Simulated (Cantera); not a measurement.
A Cantera script and what it prints.

```python
import numpy as np
import cantera as ct

gas_names = [...]  # 123 gases of nasa_gas.yaml made of C, H, O, Si
cond_names = """
    C(gr) C6H6(L) C7H8(L) C8H18(L),n-octa H2O(s) H2O(L) Si(cr) Si(L) SiC(b) SiO2(Lqz) SiO2(hqz) SiO2(L)
""".split()


# ... load() reads the species with a 1 bar reference pressure and builds the phases ...
atoms = {
    'SiC': {'Si': 1, 'C': 1},
    'H2O': {'H': 2, 'O': 1},
    'H2': {'H': 2},
    'CO2': {'C': 1, 'O': 2},
}
top_T = {'C(gr)': 4500, 'SiC(b)': 3050}  # K; cautious upper limits of use, not melting points


# ... equilibrate(T, P, feed) seeds the gas with the atoms and calls Mixture.equilibrate('TP', solver="vcs", rtol=1e-11, max_steps=5000) ...
results = []
feed = {'SiC': 1, 'H2O': 0.035, 'H2': 130, 'CO2': 0.078}  # mol
T = 1873.15  # K
for P in [0.1, 0.6, 3.6, 22, 130, 770, 4600, 28000, 170000, 1000000]:
    mix = equilibrate(T, P, feed)
    results.append((T, P, feed, dict(zip(mix.species_names, mix.species_moles))))

top = {s: max(r[3][s] / sum(r[3][g] for g in gas_names) for r in results) for s in gas_names}
cols = sorted((s for s in top if top[s] > 0.0001), key=lambda s: -top[s])[:5]
seen = [c for c in cond_names if any(r[3].get(c, 0) > 1e-12 for r in results)]
print("log10 of partial pressures in bar; condensed amounts in mol")
print(f"{'P/Pa':>10s}" + "".join(f"{s[:9]:>10s}" for s in cols + seen))
for T, P, feed, n in results:
    ng = sum(n[g] for g in gas_names)
    print(f"{P:10.4g}" + "".join(f"{np.log10(max(n[s] / ng * P / 1e5, 1e-99)):10.3f}" for s in cols)
          + "".join(f"{n.get(c, 0):10.4g}" for c in seen))
```

Result:

```
log10 of partial pressures in bar; condensed amounts in mol
      P/Pa        H2         H        Si        CO       SiO     C(gr)    SiC(b)
       0.1    -6.280    -6.330    -8.244    -8.953   -12.832    0.7862         0
       0.6    -5.340    -5.860    -7.405    -8.112   -11.153    0.7715         0
       3.6    -4.494    -5.437    -6.608    -7.306    -9.548    0.7572         0
        22    -3.678    -5.029    -6.519    -6.504    -8.645         0    0.8031
       130    -2.895    -4.637    -6.039    -5.752    -6.932         0    0.8887
       770    -2.117    -4.248    -5.738    -5.051    -5.629         0    0.9242
      4600    -1.339    -3.859    -5.657    -4.312    -4.729         0    0.9378
   2.8e+04    -0.554    -3.467    -5.635    -3.541    -3.913         0    0.9398
   1.7e+05     0.230    -3.075    -5.599    -2.780    -3.081         0     0.934
     1e+06     0.999    -2.690    -5.474    -2.115    -2.166         0     0.908
```

Method: chemical equilibrium by Gibbs-energy minimisation in Cantera with the NASA 1993 tables (ideal gas, pure condensed phases). Gases not in the tables: Si2H6 and higher silanes.
